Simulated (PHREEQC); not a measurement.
1 kg of water holding 0.26 mol/kgw NaCl meets 20 L of dry gas (H2S 1 by moles) at fixed total pressure, at 60 °C; fugacities by Peng-Robinson. The gases take part in no redox reaction, some water evaporates into the gas, and hydrates or a liquid gas phase aren't modelled. Precipitation was switched off in this run.

Computed with PHREEQC (ion-association model, phreeqc.dat).

```tsv
P (atm)	dissolved H2S (mol/kgw)	φ of H2S	pH
1	0.0365	0.994	4.00
2	0.0812	0.988	3.83
3	0.125	0.982	3.73
5	0.211	0.971	3.62
7.5	0.315	0.956	3.53
10	0.415	0.942	3.47
15	0.603	0.913	3.39
```

Constants without temperature data keep their 25 °C values here.
